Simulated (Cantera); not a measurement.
Input: 1 mol FeS₂, 0.95 mol O₂, 3.5 mol CO₂, at 1075 K and 2.20 bar.

These are equilibrium values from Cantera (NASA tables, ideal gas, pure condensed phases), not measurements of a reactor. Candidate condensed phases: C, Fe, Fe(CO)₅, FeO, FeS, FeSO₄, FeS₂, Fe₂O₃, Fe₂(SO₄)₃, Fe₃O₄, S; 25 gas species. Mutual solubility and eutectic melting of coexisting phases are not modelled. FeS: taken at fixed stoichiometry. Gases not in the tables: S₃ to S₇. Rates play no part.

Base state: CO₂ 0.779, SO₂ 0.209, S₂ 0.00836, CO 0.00207, S₂O 0.000869, COS 0.000567, SO 2.08e-5 (mole fractions); condensed: FeS(s) + Fe₃O₄(s).

Problem. What changes in the equilibrium state with this change: temperature from 1075 K to 998.15 K?

Solution. 
```json
[
 {"species": "CO₂", "before": "0.779", "after": "0.781"},
 {"species": "SO₂", "before": "0.209", "after": "0.211"},
 {"species": "S₂", "before": "0.00836", "after": "0.00599"},
 {"species": "SO", "before": "2.08e-5", "after": "6.74e-6"},
 {"species": "CO", "before": "0.00207", "after": "0.000794"},
 {"species": "FeS(s), mol", "before": "0.976", "after": "0.992"},
 {"species": "Fe₃O₄(s), mol", "before": "0.00785", "after": "0.00255"}
]
```
